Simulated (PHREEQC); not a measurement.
Solution (25 °C): 0.00019 mol/kgw Ca(HCO3)2, 0.0038 mol/kgw NaF and 0.00038 mol/kgw H4SiO4. Closed to the air; pH follows from the charge balance.

Computed with PHREEQC (ion-association model, phreeqc.dat).

```
Property                       Result
--------------------  ---------------
pH                               7.95
ionic strength        0.00436 mol/kgw
specific conductance        414 µS/cm
total alkalinity         0.380 meq/kg
```

| species | molality | activity | log γ |
|---|---|---|---|
| F- | 0.00379 | 0.00353 | -0.031 |
| Na+ | 0.00379 | 0.00353 | -0.031 |
| H4SiO4 | 0.000375 | 0.000375 | 0.000 |
| HCO3- | 0.000368 | 0.000343 | -0.030 |
| Ca+2 | 0.000189 | 0.000143 | -0.121 |
| CO2 | 8.59e-6 | 8.60e-6 | 0.000 |
| NaF | 7.17e-6 | 7.18e-6 | 0.000 |
| H3SiO4- | 5.33e-6 | 4.96e-6 | -0.031 |
| CO3-2 | 1.90e-6 | 1.44e-6 | -0.121 |
| OH- | 9.76e-7 | 9.08e-7 | -0.031 |
| NaHCO3 | 6.81e-7 | 6.82e-7 | 0.000 |
| CaHCO3+ | 6.71e-7 | 6.26e-7 | -0.030 |
| CaCO3 | 3.47e-7 | 3.47e-7 | 0.000 |
| NaCO3- | 1.02e-7 | 9.50e-8 | -0.031 |
| HF | 5.89e-8 | 5.90e-8 | 0.000 |

Precipitation was switched off in this run. Saturation is exceeded, for instance for Fluorite, Quartz (slow to form); the values hold only as long as no solid forms. Complexes and solids missing from the database can't appear. SiF6-2 is the database's only silicon fluoride.
